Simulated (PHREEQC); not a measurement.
# Polishing slurry liquid: speciation

Make-up at 25 °C: 0.0012 mol H2SO4, 0.05 mol K2SO4 and 0.00054 mol CO2 per kg of water. Closed to the air; pH follows from the charge balance.

Model: ion-association model, phreeqc.dat, run in PHREEQC.

Precipitation was switched off in this run.

Question: Predict the pH, specific conductance, density.

Answer: pH 3.10; specific conductance 10400 µS/cm; density 1.004 g/cm³.

Question: In which forms is K present?

Answer: K+ 91 %, KSO4- 8.6 % of the K.
